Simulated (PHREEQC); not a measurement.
Consider water at 25 °C with 0.088 mol HF and 0.0052 mol NaF per kg of water. Closed to the air; pH follows from the charge balance.

The numbers come from PHREEQC with the ion-association model, phreeqc.dat.

No solid was allowed to form.

Task: What pH, ionic strength does the model give?

Result: pH 2.20; ionic strength 0.0121 mol/kgw.

Task: In which forms is F present?

Result: HF 84 %, F- 10 %, HF2- 6.0 % of the F.

Complexes and solids missing from the database can't appear.
